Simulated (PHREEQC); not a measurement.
0.31 g of hydrous ferric oxide (600 m²/g; 0.2 weak and 0.005 strong sites per Fe, Dzombak-Morel constants, diffuse double layer) in 1 kg of water with 0.005 mol/kgw of an inert sodium salt, at 25 °C; the pH is set by adding NaOH or the inert anion's acid. O2 is buffered at 0.21 atm. CO2 from the air is kept out. Precipitation was switched off in this run.

The numbers come from PHREEQC with the ion-association model, wateq4f.dat.

| pH | surface charge σ (C/m²) | surface potential ψ (mV) |
|---|---|---|
| 3 | 0.304 | 214 |
| 3.5 | 0.244 | 207 |
| 4 | 0.184 | 193 |
| 5 | 0.091 | 158 |
| 5.5 | 0.060 | 137 |
| 6 | 0.038 | 114 |
| 6.5 | 0.023 | 89 |
| 7 | 0.013 | 62 |
| 8 | 0.001 | 6 |
| 8.5 | -0.004 | -22 |
| 9 | -0.009 | -50 |

The oxide is taken as insoluble; below pH 4 it would dissolve.
